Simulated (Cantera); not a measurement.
Input: 1 mol Si, a varied amount of HBr, 0.2 mol H2, at 1575 K and 5.78 Torr.

These are equilibrium values from Cantera (NASA tables, ideal gas, pure condensed phases), not measurements of a reactor. Candidate condensed phases: Br2, Si; 19 gas species. The numbers say what is thermodynamically allowed, not how fast it happens.

### Question
Which condensed phases are stable at each of these points (n(HBr) (mol)): 1, 1.4, 1.8, 2.3, 3, 3.9, 5?

### Answer
```json
[
 {"n(HBr) (mol)": "1", "condensed phases": "Si(s)", "Si condensed (%)": "64.6"},
 {"n(HBr) (mol)": "1.4", "condensed phases": "Si(s)", "Si condensed (%)": "49.7"},
 {"n(HBr) (mol)": "1.8", "condensed phases": "Si(s)", "Si condensed (%)": "34.8"},
 {"n(HBr) (mol)": "2.3", "condensed phases": "Si(s)", "Si condensed (%)": "16.1"},
 {"n(HBr) (mol)": "3", "condensed phases": "gas only", "Si condensed (%)": "0.0"},
 {"n(HBr) (mol)": "3.9", "condensed phases": "gas only", "Si condensed (%)": "0.0"},
 {"n(HBr) (mol)": "5", "condensed phases": "gas only", "Si condensed (%)": "0.0"}
]
```

From 1 mol HBr to 2.3 mol HBr the condensed part is Si(s). From 3 mol HBr to 5 mol HBr nothing is condensed.
